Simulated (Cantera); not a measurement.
Charge: 1 mol Fe3O4, 4.9 mol CH4, 3.1 mol H2, held at 0.0340 bar.

These are equilibrium values from Cantera (NASA tables, ideal gas, pure condensed phases), not measurements of a reactor. Candidate condensed phases: C, C6H6, C7H8, C8H18, Fe, Fe(CO)5, FeO, Fe(OH)2, Fe(OH)3, Fe2O3, Fe3O4, H2O; 114 gas species. Iron dissolves carbon and melts from about 1420 K in contact with it, which pure phases cannot show. Condensed phases not in the tables: cementite and carbon dissolved in iron. Kinetics and transport are ignored.

log p: log10 of the partial pressure in bar; n: condensed amount in mol.

```tsv
T (°C)	log p H2	log p CO	log p Fe	log p H	log p C2H2 (acetylene)	log p C2H	log p CH4	n C(graphite)	n Fe(γ)	n Fe(δ)	n Fe(l)
1100	-1.59	-2.09	-8.11	-6.27	-7.35	<-13	?	0.899	3.00	0	0
1200	-1.59	-2.09	-7.08	-5.69	-6.77	<-13	?	0.899	3.00	0	0
1300	-1.59	-2.09	-6.18	-5.18	-6.27	-12.41	?	0.899	3.00	0	0
1400	-1.59	-2.09	-5.40	-4.74	-5.83	-11.29	?	0.898	0	3.00	0
1500	-1.59	-2.09	-4.70	-4.34	-5.44	-10.30	?	0.896	0	2.99	0
1600	-1.59	-2.10	-4.10	-3.98	-5.09	-9.42	?	0.892	0	0	2.96
1700	-1.59	-2.10	-3.57	-3.67	-4.79	-8.63	?	0.883	0	0	2.87
1800	-1.60	-2.11	-3.10	-3.38	-4.51	-7.92	?	0.868	0	0	2.59
1900	-1.63	-2.13	-2.67	-3.13	-4.28	-7.28	?	0.844	0	0	1.84
2000	-1.68	-2.17	-2.30	-2.92	-4.10	-6.71	?	0.805	0	0	0
2100	-1.69	-2.18	-2.30	-2.70	-3.90	-6.18	?	0.748	0	0	0
2200	-1.71	-2.19	-2.31	-2.51	-3.73	-5.69	?	0.666	0	0	0
2300	-1.75	-2.20	-2.32	-2.34	-3.58	-5.25	?	0.556	0	0	0
```

Task: Complete the blanks.

Result: 
- 1100, log p CH4: -5.47
- 1200, log p CH4: -5.70
- 1300, log p CH4: -5.91
- 1400, log p CH4: -6.09
- 1500, log p CH4: -6.25
- 1600, log p CH4: -6.39
- 1700, log p CH4: -6.53
- 1800, log p CH4: -6.66
- 1900, log p CH4: -6.81
- 2000, log p CH4: -7.00
- 2100, log p CH4: -7.12
- 2200, log p CH4: -7.23
- 2300, log p CH4: -7.36
